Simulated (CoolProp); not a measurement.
Properties of sulfur dioxide along the isobar 35 MPa.

Values from CoolProp's reference Helmholtz-energy equation of state, Gao 2016.

| T (°C) | phase | cp (kJ/(kg K)) | speed of sound (m/s) | isothermal compressibility (1/MPa) | expansivity (1/kK) | fugacity coefficient |
|---|---|---|---|---|---|---|
| -27.45 | liquid | 1.327 | 1221 | 0.0006882 | 1.461 | 0.002510 |
| 3.65 | liquid | 1.317 | 1116 | 0.0008779 | 1.535 | 0.009635 |
| 34.65 | liquid | 1.320 | 1015 | 0.001140 | 1.648 | 0.02641 |
| 65.65 | liquid | 1.333 | 915.1 | 0.001519 | 1.809 | 0.05729 |
| 96.75 | liquid | 1.355 | 817.0 | 0.002089 | 2.032 | 0.1050 |
| 127.75 | liquid | 1.385 | 721.6 | 0.002972 | 2.330 | 0.1689 |
| 158.75 | supercritical | 1.423 | 631.1 | 0.004371 | 2.716 | 0.2463 |
| 189.75 | supercritical | 1.465 | 549.2 | 0.006579 | 3.187 | 0.3323 |
| 220.85 | supercritical | 1.500 | 480.0 | 0.009905 | 3.692 | 0.4216 |
| 251.85 | supercritical | 1.507 | 427.7 | 0.01426 | 4.078 | 0.5084 |
